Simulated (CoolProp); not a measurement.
C3F8 (R218) at 298.15 K and 3.14 MPa flows at 0.85 m/s in a round tube of 1 mm bore and 0.25 µm roughness, fully developed (64/Re and Nu = 3.66 if laminar; Colebrook and Gnielinski if turbulent). Each further row changes one setting.

Model: reference Helmholtz-energy equation of state, Lemmon 2006, in CoolProp. It is a short technical equation, of lower accuracy than the large ones.

| case | Reynolds number | Darcy friction factor | pressure drop (Pa/m) | heat-transfer coefficient (W/(m² K)) | mass flow (kg/h) |
|---|---|---|---|---|---|
| as stated | 6250 | 0.0354 | 17400 | 2000 | 3.27 |
| velocity 1.7 m/s | 12500 | 0.0296 | 58000 | 3850 | 6.53 |
| diameter 2 mm | 12500 | 0.0293 | 7200 | 1920 | 13.1 |

Viscosity comes from a separate model (Huber 2003), an estimate that may be off by 10 % or more. Thermal conductivity comes from a separate model (Huber 2003), an estimate that may be off by 10 % or more.
